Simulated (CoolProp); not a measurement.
Values from CoolProp's reference Helmholtz-energy equation of state, Zhou 2016.

**Question.** Give the vapour pressure (MPa), liquid cp (kJ/(kg K)), vapour Z of saturated R245ca at 263.4, 269 K.

**Answer.** 
```csv
T (K),p (MPa),liquid cp (kJ/(kg K)),vapour Z
263.4,0.0209,1.34,0.988
269,0.0278,1.34,0.985
```
